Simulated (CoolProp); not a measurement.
Vapour-liquid equilibrium of cyclohexane (1) + m-xylene (2) at 103.65 °C; x and y are mole fractions of (1).

Values from CoolProp's multi-fluid Helmholtz-energy mixture model, Zhou 2014 and Zhou 2012; pair parameters Bell 2016.

| x | bubble pressure (MPa) | y at the bubble point | dew pressure at overall composition x (MPa) | liquid density (mol/L) |
|---|---|---|---|---|
| 0.05 | 0.04548 | 0.259 | 0.03684 | 7.473 |
| 0.125 | 0.06021 | 0.479 | 0.03954 | 7.528 |
| 0.2 | 0.07414 | 0.608 | 0.04266 | 7.584 |
| 0.275 | 0.08729 | 0.694 | 0.04630 | 7.640 |
| 0.35 | 0.09968 | 0.755 | 0.05061 | 7.698 |
| 0.425 | 0.1114 | 0.801 | 0.05579 | 7.756 |
| 0.5 | 0.1226 | 0.839 | 0.06211 | 7.816 |
| 0.575 | 0.1333 | 0.870 | 0.07000 | 7.878 |
| 0.65 | 0.1437 | 0.897 | 0.08006 | 7.941 |
| 0.725 | 0.1539 | 0.921 | 0.09326 | 8.006 |
| 0.8 | 0.1641 | 0.943 | 0.1110 | 8.074 |
| 0.875 | 0.1745 | 0.965 | 0.1353 | 8.143 |
| 0.95 | 0.1850 | 0.986 | 0.1673 | 8.216 |

No azeotrope shows between x = 0.05 and 0.95.

Pair parameters are fitted to limited data, so mixtures are less certain than the pure fluids.
